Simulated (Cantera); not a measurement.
A jet of CH4 : O2 : N2 = 0.012 : 0.078 : 0.79 (molar parts), equivalence ratio 0.31 at 300 K and 0.110 bar hits a platinum plate 2.7 cm away at a mass flux of 0.071 kg/m²/s; the plate temperature is set and raised in steps from an oxygen-covered start.

Detailed kinetics in Cantera: Deutschmann's 1995 Pt surface mechanism with GRI-Mech 3.0 gas chemistry. Catalytic surfaces can have several steady states; this one follows from the mechanism file's or the stated starting coverage.

x: mole fraction at the wall; θ: surface coverage.

| plate T (K) | wall x CH4 | wall x O2 | wall x H2O | wall x OH | wall x CO | wall x CO2 | θ free Pt | θ O* |
|---|---|---|---|---|---|---|---|---|
| 900 | 0.00947 | 0.0798 | 0.00777 | ? | 3.65e-6 | 0.00506 | 0.206 | 0.793 |
| 950 | 0.00749 | 0.0756 | 0.0114 | ? | 4.00e-6 | 0.00746 | 0.274 | 0.725 |
| 1000 | 0.00581 | 0.0721 | 0.0145 | ? | 4.19e-6 | 0.00949 | 0.344 | 0.655 |
| 1050 | 0.00454 | 0.0694 | 0.0168 | ? | 4.37e-6 | 0.0110 | 0.414 | 0.585 |
| 1100 | 0.00363 | 0.0675 | 0.0185 | ? | 4.59e-6 | 0.0121 | 0.482 | 0.517 |

**Question.** What belongs in the gaps?

**Answer.** 
- 900, wall x OH: 1.63e-8
- 950, wall x OH: 5.39e-8
- 1000, wall x OH: 1.49e-7
- 1050, wall x OH: 3.64e-7
- 1100, wall x OH: 8.02e-7
